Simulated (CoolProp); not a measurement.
The fluid at 157.31 K and 0.52 MPa (gas) is heated at constant pressure to 176.7 K. The same conditions are run with several fluids, on thermodynamics alone (safety and materials aside).

Computed with CoolProp (reference Helmholtz-energy equation of state of each fluid (normal hydrogen: Leachman 2009; nitrogen: Span 2000; oxygen: Schmidt 1985; carbon monoxide: Lemmon 2006; dry air: Lemmon 2000)). Blends and air are pseudo-pure fits.

| fluid | heat (kJ/kg) | final density (kg/m³) |
|---|---|---|
| normal hydrogen | 252 | [?] |
| nitrogen | [?] | 10.1 |
| oxygen | [?] | [?] |
| carbon monoxide | [?] | 10.1 |
| dry air | 20.2 | 10.4 |

Some entries are withheld; supply them.


- normal hydrogen, final density (kg/m³): 0.711
- nitrogen, heat (kJ/kg): 20.9
- oxygen, heat (kJ/kg): 18.4
- oxygen, final density (kg/m³): 11.6
- carbon monoxide, heat (kJ/kg): 21.0
